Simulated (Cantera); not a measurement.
A perfectly stirred reactor is fed with N₂O : H₂O = 1 : 0.077 (molar parts), at 158 Torr; it is held at 1150 K, and followed from long to short residence time.

Computed with Cantera and GRI-Mech 3.0 (53 species, 325 reactions). GRI-Mech 3.0 was tuned for natural gas; its chemistry of N2O as a main component is partial and can be far from experiment. The mechanism lacks the step 2 NO + O2 → 2 NO2, which can matter for NO2 below about 1400 K. The temperature is held fixed by assumption; the heat of reaction is taken as removed at once.

Predict: x(N₂O) at τ = 11.0 s; x(H₂O) at τ = 11.0 s; x(O₂) at τ = 11.0 s; x(NO) at τ = 11.0 s; x(H₂) at τ = 11.0 s; x(N₂O) at τ = 72.0 ms; x(H₂O) at τ = 72.0 ms; x(O₂) at τ = 72.0 ms; x(NO) at τ = 72.0 ms; x(H₂) at τ = 72.0 ms.

x(N₂O) at τ = 11.0 s: 0.473
x(H₂O) at τ = 11.0 s: 0.0604
x(O₂) at τ = 11.0 s: 0.146
x(NO) at τ = 11.0 s: 0.0192
x(H₂) at τ = 11.0 s: 2.60e-8
x(N₂O) at τ = 72.0 ms: 0.922
x(H₂O) at τ = 72.0 ms: 0.0713
x(O₂) at τ = 72.0 ms: 0.00196
x(NO) at τ = 72.0 ms: 0.000231
x(H₂) at τ = 72.0 ms: 7.45e-8
